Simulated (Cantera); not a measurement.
Charge: 1 mol TiO2, 0.6 mol Al2O3, 1.1 mol O2, at 0.00840 bar.

Cantera equilibrium calculation (NASA polynomials, part measured and part estimated; ideal gas, pure solids and liquids). Candidate condensed phases: Al, Al2O3, Ti, TiO, TiO2, Ti2O3, Ti3O5, Ti4O7; 12 gas species. Mutual solubility and eutectic melting of coexisting phases are not modelled. Condensed phases not in the tables: mixed aluminates and titanates, alloys, solid solutions and most ternary compounds. Kinetics and transport are ignored. All values below are at 1698 K.

Base state: O2 1.000, O 0.000477 (mole fractions); condensed: Al2O3(s) + TiO2(rutile).

Task: What changes in the equilibrium state with this change: TiO2 replaced by SiO2?

Result: 
| species | before | after |
|---|---|---|
| O2 | 1.000 | 1.000 |
| O | 0.000477 | 0.000477 |
| Al2O3(s), mol | 0.600 | 0 |
| TiO2(rutile), mol | 1.00 | 0 |
| Al6Si2O13(mullite), mol | 0 | 0.200 |
| SiO2(condensed), mol | 0 | 0.600 |
The tables hold silica as quartz up to 1696 K and as liquid above; real silica turns to tridymite and cristobalite and melts near 1996 K. Condensed phases not in the tables: alloys, solid solutions and most ternary compounds. Further candidate phases: Al2SiO5, Al6Si2O13, Si, SiO2.
